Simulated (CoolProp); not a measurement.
A single-stage vapour-compression cycle with the fluid: evaporating at 315.15 K (dew point), condensing at 358.15 K (bubble point), superheat 8 K, subcooling 8 K, compressor efficiency 0.8, no pressure losses. The same conditions are run with several fluids, on thermodynamics alone (safety and materials aside).

Model: reference Helmholtz-energy equation of state of each fluid (R114: Platzer 1990; R227EA: Lemmon 2016; trans-2-butene: Lemmon 2005; R152A: Outcalt 1996; 1,2-dichloroethane: Thol 2015; propane: Lemmon 2009), in CoolProp. The equations of Platzer and Polt are older, rougher fits.

| fluid | cooling COP | pressure ratio | discharge temperature (K) | refrigerating effect (kJ/kg) | volumetric capacity (kJ/m³) |
|---|---|---|---|---|---|
| R114 | 4.85 | 2.90 | 359.3 | 90.1 | 2260 |
| R227EA | 4.10 | 2.79 | 360.8 | 62.8 | 3560 |
| trans-2-butene | 5.05 | 2.86 | 367.3 | 288 | 2580 |
| R152A | 4.68 | 2.71 | 380.1 | 198 | 5610 |
| 1,2-dichloroethane | 5.47 | 4.72 | 388.7 | 306 | 256 |
| propane | 4.14 | 2.40 | 373.2 | 210 | 6270 |
